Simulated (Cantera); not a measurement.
Mixture: CH₄ : CO : O₂ : N₂ = 1 : 0.98 : 1.66 : 6.24 (molar parts), at 7500 Torr, adiabatic and at constant volume. Ignition delay is the time to a rise of 400 K.

Model: GRI-Mech 3.0 (53 species, 325 reactions), integrated in Cantera.

Question: What does this change do: pressure from 7500 Torr to 3150 Torr?

Answer: 
```tsv
quantity	before	after
delay at 1250 K	5.42 ms	11.9 ms
delay at 1350 K	1.46 ms	3.05 ms
delay at 1450 K	0.448 ms	0.893 ms
delay at 1550 K	0.154 ms	0.296 ms
apparent activation energy between 1500 and 1600 K	200 kJ/mol	210 kJ/mol
```
